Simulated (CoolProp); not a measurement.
Values from CoolProp's reference Helmholtz-energy equation of state, Polt 1992. This equation is an older, rougher fit; its heat capacities, sound speeds and derivatives of the liquid may be far off and weren't checked against measurements.

Give the vapour pressure (bar), liquid density (kg/m³), vapour density (kg/m³), enthalpy of vaporisation (kJ/kg) of saturated propyne at 379.9 K.


```
T (K)  p (bar)  liquid density (kg/m³)  vapour density (kg/m³)  enthalpy of vaporisation (kJ/kg)
-----  -------  ----------------------  ----------------------  --------------------------------
379.9     37.9                     440                    83.0                               258
```
